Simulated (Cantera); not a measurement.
A perfectly stirred reactor is fed with CH4 : N2 = 1 : 40 (molar parts), at 0.690 Torr; it is held at 1650 K, and followed from long to short residence time.

Detailed kinetics in Cantera: GRI-Mech 3.0 (53 species, 325 reactions). GRI-Mech 3.0 stops at C3 and has no aromatics, soot or wall deposition, so with more carbon than oxygen in the feed, carbon stays in small species such as C2H2 where larger ones or solid carbon would form. Radical loss at walls, strong at low pressure, is not modelled.

x: mole fraction; the columns are a selection and need not sum to one.

```
τ (s)     x CH4    x C2H4      x H2     x CH2    x C2H6      x H  x CH3
-------  ------  --------  --------  --------  --------  -------  -----
13       0.0117  0.000271    0.0180   3.88e-7   2.25e-7  2.87e-5      ?
4.1      0.0186  0.000458   0.00768   3.26e-7   2.88e-7  1.10e-5      ?
1.2      0.0235  0.000144  0.000857   1.07e-7   1.01e-7  1.40e-6      ?
0.37     0.0243   7.92e-6   6.51e-5   1.41e-8   1.12e-8  2.75e-7      ?
0.11     0.0244   2.46e-7   1.31e-5   1.52e-9  8.80e-10  1.85e-7      ?
0.034    0.0244   7.36e-9   3.79e-6  1.92e-10  5.99e-11  1.73e-7      ?
0.010    0.0244  1.66e-10   1.01e-6  2.34e-11  2.44e-12  1.56e-7      ?
0.0031   0.0244  3.56e-12   2.40e-7  2.32e-12    <1e-12  1.20e-7      ?
0.00094  0.0244    <1e-12   4.12e-8    <1e-12    <1e-12  6.79e-8      ?
```

Task: Complete the blanks.

Result: 
- 13, x CH3: 0.000339
- 4.1, x CH3: 0.000403
- 1.2, x CH3: 0.000250
- 0.37, x CH3: 8.49e-5
- 0.11, x CH3: 2.53e-5
- 0.034, x CH3: 7.72e-6
- 0.010, x CH3: 2.17e-6
- 0.0031, x CH3: 6.00e-7
- 0.00094, x CH3: 1.50e-7
